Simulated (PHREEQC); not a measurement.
## Copper plating or etch bath: an equilibrium model

Solution (5 °C): 4.3 mmol/kgw CuCl2. Closed to the air; pH follows from the charge balance.

All values are PHREEQC results (ion-association model, wateq4f.dat), not measurements.

Precipitation was switched off in this run.

Problem. What pH does the model give?

Solution. pH 5.12.

At this temperature some constants are extrapolated from 25 °C, and those without enthalpy data are left unchanged.
